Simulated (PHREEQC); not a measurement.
Consider water at 25 °C with 25 mmol/kgw NH4BF4. Closed to the air; pH follows from the charge balance.

All values are PHREEQC results (ion-association model, phreeqc.dat), not measurements.

Each row changes one thing in this solution. Precipitation was switched off in this run.

```
case                                  pH  ionic strength (mol/kgw)  BF4- (mol/kgw)  HF (mol/kgw)  F- (mol/kgw)  BF3OH- (mol/kgw)
----------------------------------  ----  ------------------------  --------------  ------------  ------------  ----------------
as made                             2.87                    0.0266          0.0216       0.00477       0.00276           0.00166
diluted 5-fold with water           3.00                   0.00608         0.00331       0.00294       0.00213          0.000414
NH4BF4 from 0.025 to 0.05 mol/kgw   2.79                    0.0519          0.0453       0.00587       0.00306           0.00280
0.028 mol/kgw NaCl added            2.85                    0.0546          0.0216       0.00470       0.00282           0.00167
NH4BF4 from 0.025 to 0.125 mol/kgw  2.69                     0.128           0.118       0.00784       0.00353           0.00534
```

Species that the database lacks are ignored. Real BF4- forms and hydrolyses slowly; the run takes it at equilibrium.
